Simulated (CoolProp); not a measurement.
Aqueous propylene glycol as a coolant, at 23 °C, 1 atm.

Computed with CoolProp (Melinder's fits for secondary coolants).

```tsv
mass %	freezing point (°C)	viscosity (mPa s)	conductivity (W/(m K))	Prandtl number	cp (kJ/(kg K))
3.9	-0.9	1.08	0.582	7.66	4.140
9.2	-2.6	1.29	0.552	9.52	4.087
14.6	-4.7	1.54	0.523	11.9	4.037
19.9	-7.1	1.84	0.496	14.8	3.984
25.3	…	2.23	0.469	18.7	3.924
30.6	-13.2	2.72	…	23.6	3.857
36	-17.1	3.33	0.420	30.0	…
41.3	-21.8	4.07	0.397	37.9	…
46.7	-27.8	4.96	…	47.7	3.602
52.1	-35.3	6.02	0.353	59.8	3.503
```

Question: Complete the blanks.

Answer: 
- 25.3, freezing point (°C): -10.0
- 30.6, conductivity (W/(m K)): 0.444
- 36, cp (kJ/(kg K)): 3.780
- 41.3, cp (kJ/(kg K)): 3.695
- 46.7, conductivity (W/(m K)): 0.374
